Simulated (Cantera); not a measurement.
Feed: 1 mol HI, 4 mol O2, 0.27 mol N2, equilibrated at 57.0 bar.

These are equilibrium values from Cantera (NASA tables, ideal gas, pure condensed phases), not measurements of a reactor. Candidate condensed phases: H2O, I2; 27 gas species. The ideal-gas law is rough above about 30 bar. Kinetics and transport are ignored. All values below are at 1202 °C.

Base state: O2 0.732, H2O 0.0975, I2 0.0771, N2 0.0524, I 0.0407, NO 0.000520, HI 0.000163, NO2 4.26e-5 (mole fractions); condensed: gas only.

Task: What changes in the equilibrium state with this change: pressure from 57.0 bar to 4.60 bar?

Result: 
| species | before | after |
|---|---|---|
| O2 | 0.732 | 0.707 |
| I | 0.0407 | 0.105 |
| H2O | 0.0975 | 0.0942 |
| I2 | 0.0771 | 0.0416 |
| N2 | 0.0524 | 0.0507 |
| NO2 | 4.26e-5 | 1.15e-5 |
| OH | 3.08e-5 | 5.63e-5 |
